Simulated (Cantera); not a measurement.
Input (Python, Cantera) and output of one run.

```python
import numpy as np
import cantera as ct

gas_names = """
    F F2 H HF H2 H2F2 H3F3 H4F4 H5F5 H6F6 H7F7 Si SiF SiF2 SiF3 SiF4 SiH SiHF3 SiH2 SiH2F2 SiH3 SiH3F
    SiH4 Si2 Si3
""".split()
cond_names = """
    Si(cr) Si(L)
""".split()


def load(file, names, dense=False):
    # The tables refer to 1 bar. Condensed volumes are neglected.
    table = {s.name: s for s in ct.Species.list_from_file(file)}
    out = []
    for n in names:
        d = dict(table[n].input_data)
        d["thermo"] = dict(d["thermo"], **{"reference-pressure": 1e5})
        if dense:
            d["equation-of-state"] = {"model": "constant-volume", "density": "1e6 g/cm^3"}
        out.append(ct.Species.from_dict(d))
    return out


gas = ct.Solution(thermo="ideal-gas", species=load("nasa_gas.yaml", gas_names))
cond = {s.name: ct.Solution(thermo="fixed-stoichiometry", species=[s], name=s.name)
        for s in load("nasa_condensed.yaml", cond_names, dense=True)}
atoms = {
    'Si': {'Si': 1},
    'HF': {'H': 1, 'F': 1},
}
top_T = {}  # K; cautious upper limits of use, not melting points


def equilibrate(T, P, feed):
    n = {}
    for name, mol in feed.items():
        for a, k in atoms[name].items():
            n[a] = n.get(a, 0.0) + k * mol
    gas.TPX = T, P, n
    mass = sum(n.values()) * gas.mean_molecular_weight
    gas.equilibrate("TP")
    valid = [c for c in cond.values() if c.min_temp <= T <= top_T.get(c.name, c.max_temp)]
    mix = ct.Mixture([(gas, mass / gas.mean_molecular_weight)] + [(c, 0.0) for c in valid])
    mix.T, mix.P = T, P
    mix.equilibrate("TP", solver="vcs", rtol=1e-11, max_steps=5000)
    return mix


results = []
feed = {'Si': 1, 'HF': 5.8}  # mol
T = 1198.15  # K
P = 21  # Pa
mix = equilibrate(T, P, feed)
results.append((T, P, feed, dict(zip(mix.species_names, mix.species_moles))))
x = sorted(zip(gas.X, gas.species_names), reverse=True)
print(f"T = {T:g} K  P = {P:g} Pa  gas = {mix.phase_moles(0):.4g} mol")
print("   x: " + "  ".join(f"{s} {v:.3e}" for v, s in x if v > 0.0001))
print("   condensed (mol): " + ("  ".join(f"{mix.phase(i).name} {mix.phase_moles(i):.4g}"
      for i in range(1, mix.n_phases) if mix.phase_moles(i) > 1e-12) or "none"))
```

Result:

```
T = 1198.15 K  P = 21 Pa  gas = 4.8 mol
   x: H2 4.166e-01  HF 3.750e-01  SiF4 2.083e-01
   condensed (mol): none
```

These are equilibrium values from Cantera (NASA tables, ideal gas, pure condensed phases), not measurements of a reactor. The tables' values for SiF3 are old estimates; treat these amounts as uncertain.
